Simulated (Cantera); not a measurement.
Premixed flame

A freely propagating, adiabatic, planar premixed flame of 7.40 % CH4, 4.22 % C2H6, 22.7 % O2, 63.6 % N2, 2.07 % H2O, equivalence ratio 1.3, unburnt at 675 K and 135 Torr; mixture-averaged transport, grid criteria slope 0.08 and curve 0.16, no radiation.

Computed with Cantera and GRI-Mech 3.0 (53 species, 325 reactions). Burning velocities carry a grid error of a few per cent, more on coarse grids.

```
z (mm)  T (K)  u (m/s)     x CH4    x C2H6     x O2    x C2H4    x NO2    x C2H
------  -----  -------  --------  --------  -------  --------  -------  -------
-3.64     675     2.42    0.0738    0.0421    0.227   3.93e-7    <1e-8    <1e-8
-2.43     677     2.43    0.0734    0.0419    0.225   6.21e-6    <1e-8    <1e-8
-1.82     684     2.47    0.0726    0.0416    0.224   4.32e-5    <1e-8    <1e-8
-1.21     745     2.73    0.0693    0.0402    0.216  0.000416  2.39e-8    <1e-8
-0.607   1183     4.51    0.0511    0.0268    0.172   0.00367  3.56e-8    <1e-8
-0.303   1610     6.33    0.0302   0.00857    0.120   0.00552  1.98e-8  4.82e-7
0        1986     7.98   0.00980  0.000439   0.0657   0.00222    <1e-8  7.73e-6
0.303    2180     8.81   0.00163   3.01e-6   0.0318  0.000225    <1e-8  1.01e-5
0.607    2240     9.05  0.000177   1.26e-8   0.0164   9.39e-6    <1e-8  2.85e-6
1.21     2262     9.11   1.64e-6     <1e-8  0.00792     <1e-8    <1e-8  5.43e-8
2.43     2273     9.12     <1e-8     <1e-8  0.00610     <1e-8    <1e-8    <1e-8
4.85     2285     9.16     <1e-8     <1e-8  0.00571     <1e-8    <1e-8    <1e-8
9.71     2304     9.22     <1e-8     <1e-8  0.00529     <1e-8    <1e-8    <1e-8
```
x: mole fraction of selected species; z is measured from the peak of heat release.

```
Item                         Value
------------------------  --------
laminar burning velocity  241 cm/s
thermal thickness          1.21 mm
peak x(C2H4)               0.00555
peak x(C2H)                1.16e-5
grid points                    160
```
